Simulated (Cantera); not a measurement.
A perfectly stirred reactor is fed with CH₄ : O₂ : N₂ = 1 : 4.88 : 18.3 (molar parts), at 1.00 bar; it is adiabatic with a 400 K inlet, and is followed from long to short residence time, starting on the burning branch (τ in s: 0.087, 0.036, 0.015, 0.006, 0.0025, 0.001, 0.00041, 0.00017, 6.9e-05).

Model: GRI-Mech 3.0 (53 species, 325 reactions), integrated in Cantera.

Predict: blow-out, bracketed by the residence times tried; x(CH₄) at τ = 87.0 ms; x(O₂) at τ = 87.0 ms; x(O) at τ = 87.0 ms; x(CO) at τ = 87.0 ms; x(NO₂) at τ = 87.0 ms; x(CH₄) at τ = 2.50 ms; x(O₂) at τ = 2.50 ms.


| Quantity | Value |
|---|---|
| blow-out, bracketed by the residence times tried | burning at 6.00 ms, out at 2.50 ms |
| x(CH₄) at τ = 87.0 ms | 5.85e-5 |
| x(O₂) at τ = 87.0 ms | 0.119 |
| x(O) at τ = 87.0 ms | 4.92e-5 |
| x(CO) at τ = 87.0 ms | 0.000593 |
| x(NO₂) at τ = 87.0 ms | 1.14e-8 |
| x(CH₄) at τ = 2.50 ms | 0.0414 |
| x(O₂) at τ = 2.50 ms | 0.202 |
